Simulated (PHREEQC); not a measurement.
HF is added in steps, without added water, to 1 kg of water holding 1.1 mmol/kgw CdSO4, 0.069 mmol/kgw H3BO3 and 4.3 mmol/kgw H2SO4, at 25 °C. Oxygen alone is held at its pressure in air (log pO2 = -0.68). CO2 from the air is kept out. Solids allowed: Cd(OH)2, CdF2. Others were left out.

Base run: PHREEQC, ion-association model, wateq4f.dat. Each further column changes one thing. The table gives F- (mol/kgw).

| HF added (mol) | base | Debye-Hückel limiting law | Davies equation for every ion | metal-ligand complexes left out | all activity coefficients set to 1 |
|---|---|---|---|---|---|
| 0 | 0 | 0 | 0 | 0 | 0 |
| 0.001333 | 0.000137 | 0.000142 | 0.000138 | 0.000140 | 0.000118 |
| 0.002667 | 0.000265 | 0.000273 | 0.000267 | 0.000269 | 0.000228 |
| 0.004 | 0.000383 | 0.000396 | 0.000387 | 0.000389 | ? |
| 0.004667 | 0.000441 | 0.000456 | 0.000445 | 0.000448 | 0.000381 |
| 0.006 | 0.000556 | 0.000575 | 0.000561 | 0.000565 | 0.000480 |
| 0.007333 | 0.000670 | 0.000692 | 0.000676 | 0.000681 | 0.000578 |
| 0.008667 | 0.000781 | 0.000807 | 0.000788 | 0.000793 | ? |
| 0.01 | 0.000889 | 0.000919 | 0.000896 | 0.000903 | ? |
| 0.01133 | 0.000994 | 0.00103 | 0.00100 | 0.00101 | ? |
| 0.012 | 0.00104 | 0.00108 | 0.00105 | 0.00106 | 0.000902 |
| 0.01333 | 0.00114 | 0.00118 | 0.00115 | 0.00116 | ? |
| 0.01467 | 0.00124 | 0.00128 | 0.00125 | 0.00126 | ? |
| 0.016 | 0.00134 | 0.00138 | 0.00135 | 0.00136 | 0.00116 |

Problem. Complete the blanks.

Solution. 
- 0.004, all activity coefficients set to 1: 0.000331
- 0.008667, all activity coefficients set to 1: 0.000674
- 0.01, all activity coefficients set to 1: 0.000767
- 0.01133, all activity coefficients set to 1: 0.000858
- 0.01333, all activity coefficients set to 1: 0.000989
- 0.01467, all activity coefficients set to 1: 0.00107

wateq4f.dat counts part of the HF as a dimer, H2F2, which phreeqc.dat doesn't know; its constant is uncertain. Real BF4- forms and hydrolyses slowly; the run takes it at equilibrium.
